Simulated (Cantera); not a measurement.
A closed system holds: 1 mol SF₆, 0.13 mol H₂O, held at 3150 °C and 3.08 Torr.

Cantera equilibrium calculation (NASA polynomials, part measured and part estimated; ideal gas, pure solids and liquids). Candidate condensed phases: H₂O, H₂SO₄, S; 43 gas species. Equilibrium is a limit: real reactors are often held back by kinetics, nucleation or transport.

Base state: F 0.809, S 0.137, HF 0.0189, O 0.0174, H 0.0169, SO 0.000467, S₂ 0.000137, SF 0.000114 (mole fractions); condensed: gas only.

Task: What changes in the equilibrium state with this change: temperature from 3150 °C to 2550 °C?

Result: 
```json
[
 {"species": "F", "before": "0.809", "after": "0.816"},
 {"species": "S", "before": "0.137", "after": "0.124"},
 {"species": "HF", "before": "0.0189", "after": "0.0366"},
 {"species": "H", "before": "0.0169", "after": "0.000379"},
 {"species": "SO", "before": "0.000467", "after": "0.0102"},
 {"species": "O", "before": "0.0174", "after": "0.00774"},
 {"species": "SO₂", "before": "2.96e-7", "after": "0.000187"},
 {"species": "S₂", "before": "0.000137", "after": "0.00298"},
 {"species": "SF", "before": "0.000114", "after": "0.00151"}
]
```

Task: What changes in the equilibrium state with this change: SF₆ replaced by HI?

Result: 
| species | before | after |
|---|---|---|
| H | 0.0169 | 0.520 |
| I | 0 | 0.421 |
| O | 0.0174 | 0.0537 |
| F | 0.809 | 0 |
| S | 0.137 | 0 |
| HF | 0.0189 | 0 |
| SO | 0.000467 | 0 |
| S₂ | 0.000137 | 0 |
| HI | 0 | 0.000124 |
| SF | 0.000114 | 0 |
| SH | 1.14e-5 | 0 |
Further candidate phases: I₂.
